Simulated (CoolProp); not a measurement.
A closed Brayton cycle with dry air: compressor inlet 327.15 K and 5.9 MPa, high pressure 18.9 MPa, turbine inlet 860 K, compressor efficiency 0.8, turbine efficiency 0.93, recuperator effectiveness 0 (on enthalpy, no pinch check). Each further row changes one setting.

The numbers come from the reference Helmholtz-energy equation of state, Lemmon 2000 in CoolProp. It is a pseudo-pure fit of the blend.

| case | thermal efficiency (%) | net work (kJ/kg) | compressor to turbine work | compressor exit (K) | turbine exit (K) |
|---|---|---|---|---|---|
| as stated | 17.4 | 71.6 | 0.70 | 489.1 | 647.5 |
| turbine inlet 810 K | 16.2 | ___ | 0.75 | 489.1 | ___ |
| compressor inlet 337.15 K | ___ | ___ | ___ | 503.7 | 647.5 |
| high pressure 16.1 MPa | 15.9 | ___ | 0.67 | ___ | ___ |
| recuperator effectiveness 0.5 | 21.8 | 71.6 | 0.70 | 489.1 | 647.5 |

Q: What belongs in the gaps?

A: 
- turbine inlet 810 K, net work (kJ/kg): 57.5
- turbine inlet 810 K, turbine exit (K): 608.0
- compressor inlet 337.15 K, thermal efficiency (%): 16.7
- compressor inlet 337.15 K, net work (kJ/kg): 66.2
- compressor inlet 337.15 K, compressor to turbine work: 0.72
- high pressure 16.1 MPa, net work (kJ/kg): 69.5
- high pressure 16.1 MPa, compressor exit (K): 463.5
- high pressure 16.1 MPa, turbine exit (K): 673.6
